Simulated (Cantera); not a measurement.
An adiabatic, constant-pressure homogeneous reactor starts with CH4 : O2 : N2 = 1 : 0.952 : 9.05 (molar parts), equivalence ratio 2.1, at 1325 K and 1.68 atm.

Detailed kinetics in Cantera: GRI-Mech 3.0 (53 species, 325 reactions).

x: mole fraction; the columns are a selection and need not sum to one.

| t (s) | T (K) | x CH4 | x O2 | x C2H | x HCN | x HO2 | x NO2 | x H2O2 |
|---|---|---|---|---|---|---|---|---|
| 2.00e-6 | 1325 | 0.0909 | 0.0865 | <1e-12 | <1e-12 | 1.03e-8 | <1e-12 | 3.03e-11 |
| 5.11e-6 | 1325 | 0.0909 | 0.0865 | <1e-12 | <1e-12 | … | <1e-12 | 1.89e-10 |
| 1.31e-5 | 1325 | 0.0909 | 0.0865 | <1e-12 | <1e-12 | 6.64e-8 | <1e-12 | 1.10e-9 |
| 3.34e-5 | 1325 | 0.0909 | 0.0865 | <1e-12 | <1e-12 | 1.64e-7 | <1e-12 | 5.51e-9 |
| 8.55e-5 | 1325 | 0.0909 | 0.0865 | <1e-12 | <1e-12 | 3.80e-7 | <1e-12 | 2.05e-8 |
| 0.000219 | 1325 | 0.0909 | 0.0865 | <1e-12 | <1e-12 | … | <1e-12 | … |
| 0.000559 | 1325 | 0.0909 | 0.0865 | <1e-12 | <1e-12 | 8.42e-7 | <1e-12 | 6.18e-8 |
| 0.00143 | 1325 | 0.0908 | 0.0865 | <1e-12 | <1e-12 | 8.69e-7 | <1e-12 | 6.35e-8 |
| 0.00366 | 1326 | 0.0906 | 0.0864 | <1e-12 | <1e-12 | 1.61e-6 | <1e-12 | 1.24e-7 |
| 0.00935 | 1331 | 0.0894 | 0.0856 | <1e-12 | <1e-12 | 4.43e-6 | <1e-12 | 4.00e-7 |
| 0.0239 | 1934 | 0.00285 | 8.71e-8 | 3.43e-7 | 1.23e-5 | 2.35e-11 | <1e-12 | 2.53e-11 |
| 0.0612 | 1917 | 0.00109 | 6.41e-9 | 7.07e-8 | 1.85e-5 | 4.72e-12 | 2.47e-12 | 1.12e-11 |
| 0.156 | 1909 | 0.000220 | 4.67e-9 | 3.95e-9 | 1.32e-5 | 3.22e-12 | 3.98e-12 | 7.76e-12 |
| 0.400 | 1907 | 5.90e-7 | 4.55e-9 | 1.26e-12 | 2.48e-6 | 3.13e-12 | 4.49e-12 | 7.59e-12 |

**Question.** Some entries are withheld; supply them.

**Answer.** 
- 5.11e-6, x HO2: 2.63e-8
- 0.000219, x HO2: 7.39e-7
- 0.000219, x H2O2: 4.99e-8
